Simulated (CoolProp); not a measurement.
Properties of isopentane along the isotherm 500 K.

Model: reference Helmholtz-energy equation of state, Lemmon 2006, in CoolProp. It is a short technical equation, of lower accuracy than the large ones.

```json
[
 {"p (MPa)": "0.0534", "phase": "gas", "density (kg/m³)": "0.9306", "Joule-Thomson coefficient (K/MPa)": "5.862", "isothermal compressibility (1/MPa)": "18.80", "expansivity (1/kK)": "2.028"},
 {"p (MPa)": "0.0784", "phase": "gas", "density (kg/m³)": "1.369", "Joule-Thomson coefficient (K/MPa)": "5.878", "isothermal compressibility (1/MPa)": "12.83", "expansivity (1/kK)": "2.041"},
 {"p (MPa)": "0.115", "phase": "gas", "density (kg/m³)": "2.014", "Joule-Thomson coefficient (K/MPa)": "5.901", "isothermal compressibility (1/MPa)": "8.774", "expansivity (1/kK)": "2.061"},
 {"p (MPa)": "0.169", "phase": "gas", "density (kg/m³)": "2.972", "Joule-Thomson coefficient (K/MPa)": "5.937", "isothermal compressibility (1/MPa)": "5.997", "expansivity (1/kK)": "2.090"},
 {"p (MPa)": "0.248", "phase": "gas", "density (kg/m³)": "4.389", "Joule-Thomson coefficient (K/MPa)": "5.989", "isothermal compressibility (1/MPa)": "4.113", "expansivity (1/kK)": "2.134"},
 {"p (MPa)": "0.364", "phase": "gas", "density (kg/m³)": "6.503", "Joule-Thomson coefficient (K/MPa)": "6.068", "isothermal compressibility (1/MPa)": "2.829", "expansivity (1/kK)": "2.202"},
 {"p (MPa)": "0.534", "phase": "gas", "density (kg/m³)": "9.677", "Joule-Thomson coefficient (K/MPa)": "6.187", "isothermal compressibility (1/MPa)": "1.957", "expansivity (1/kK)": "2.309"},
 {"p (MPa)": "0.784", "phase": "gas", "density (kg/m³)": "14.52", "Joule-Thomson coefficient (K/MPa)": "6.372", "isothermal compressibility (1/MPa)": "1.364", "expansivity (1/kK)": "2.481"},
 {"p (MPa)": "1.15", "phase": "gas", "density (kg/m³)": "22.03", "Joule-Thomson coefficient (K/MPa)": "6.666", "isothermal compressibility (1/MPa)": "0.9651", "expansivity (1/kK)": "2.773"},
 {"p (MPa)": "1.69", "phase": "gas", "density (kg/m³)": "34.19", "Joule-Thomson coefficient (K/MPa)": "7.153", "isothermal compressibility (1/MPa)": "0.6992", "expansivity (1/kK)": "3.319"},
 {"p (MPa)": "2.48", "phase": "gas", "density (kg/m³)": "55.10", "Joule-Thomson coefficient (K/MPa)": "8.004", "isothermal compressibility (1/MPa)": "0.5344", "expansivity (1/kK)": "4.500"},
 {"p (MPa)": "3.64", "phase": "supercritical", "density (kg/m³)": "97.06", "Joule-Thomson coefficient (K/MPa)": "9.541", "isothermal compressibility (1/MPa)": "0.4647", "expansivity (1/kK)": "8.025"},
 {"p (MPa)": "5.34", "phase": "supercritical", "density (kg/m³)": "219.5", "Joule-Thomson coefficient (K/MPa)": "8.875", "isothermal compressibility (1/MPa)": "0.4399", "expansivity (1/kK)": "21.79"},
 {"p (MPa)": "7.84", "phase": "supercritical", "density (kg/m³)": "343.8", "Joule-Thomson coefficient (K/MPa)": "2.067", "isothermal compressibility (1/MPa)": "0.06665", "expansivity (1/kK)": "7.273"},
 {"p (MPa)": "11.5", "phase": "supercritical", "density (kg/m³)": "396.9", "Joule-Thomson coefficient (K/MPa)": "0.7317", "isothermal compressibility (1/MPa)": "0.02480", "expansivity (1/kK)": "3.926"},
 {"p (MPa)": "16.9", "phase": "supercritical", "density (kg/m³)": "436.1", "Joule-Thomson coefficient (K/MPa)": "0.2307", "isothermal compressibility (1/MPa)": "0.01270", "expansivity (1/kK)": "2.634"}
]
```
